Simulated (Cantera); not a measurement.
Mixture: 4.42 % C₃H₈, 20.1 % O₂, 75.5 % N₂, equivalence ratio 1.1, at 810000 Pa, adiabatic and at constant pressure. Ignition delay is the time to a rise of 400 K.

Detailed kinetics in Cantera: GRI-Mech 3.0 (53 species, 325 reactions). GRI-Mech 3.0 was tuned for natural gas; its chemistry of propane as a main component is partial and can be far from experiment.

**Question.** Predict: delay at 1275 K; delay at 1425 K; delay at 1575 K; delay at 1725 K; delay at 1875 K; apparent activation energy between 1800 and 1950 K.

**Answer.** 
| Item | Value |
|---|---|
| delay at 1275 K | 0.521 ms |
| delay at 1425 K | 55.2 µs |
| delay at 1575 K | 11.0 µs |
| delay at 1725 K | 3.71 µs |
| delay at 1875 K | 1.77 µs |
| apparent activation energy between 1800 and 1950 K | 120 kJ/mol |
